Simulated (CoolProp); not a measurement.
Vapour-liquid equilibrium of carbon dioxide (1) + cyclopentane (2) at 268.5 K; x and y are mole fractions of (1).

Model: multi-fluid Helmholtz-energy mixture model, Span 1996 and Gedanitz 2015; pair parameters Bell 2016, in CoolProp.

```tsv
x	bubble pressure, mixture model (kPa)	bubble pressure, Raoult's law (kPa)	y, mixture model	y, Raoult's law
0.05	304.0	164.5	0.961	0.935
0.2	?	624.1	?	0.985
0.35	1677	1084	0.992	0.993
0.5	?	1543	0.993	0.996
0.65	2236	2003	?	0.998
0.8	?	2462	0.995	0.999
0.95	2875	2922	0.998	1.000
```

Question: Fill in the missing entries.

Answer: 
- 0.2, bubble pressure, mixture model (kPa): 1103
- 0.2, y, mixture model: 0.988
- 0.5, bubble pressure, mixture model (kPa): 2018
- 0.65, y, mixture model: 0.994
- 0.8, bubble pressure, mixture model (kPa): 2474

The largest gap from Raoult's law is +84.8 % in bubble pressure, at x = 0.05. No azeotrope shows between x = 0.05 and 0.95.

The pair parameters rest on a limited set of measurements; away from them the model extrapolates. The gap from Raoult's law changes sign with composition, which may be real or a fault of the pair parameters; it wasn't checked against measurements. With so large a gap from Raoult's law the liquid may split in two, which this calculation doesn't test in full.
